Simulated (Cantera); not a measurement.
## Thermodynamics of fluorocarbon and chlorocarbon gases, feed CHF3 + CH4

A closed system holds: 1 mol CHF3, 0.94 mol CH4, equilibrated at 377 °C and 88000 Pa.

Equilibrium computed with Cantera from the NASA thermochemical tables; the gas is ideal and each condensed phase is pure. Candidate condensed phases: C, C6H6, C7H8, C8H18; 95 gas species. Equilibrium is a limit: real reactors are often held back by kinetics, nucleation or transport.

The x(HF) is 0.844. The x(CH4) is 0.0921, the x(H2) comes out as 0.0634 and the x(H2F2) comes out as 0.000168. The n(C(graphite)) is 1.61 mol and the gas amount is 3.552 mol.
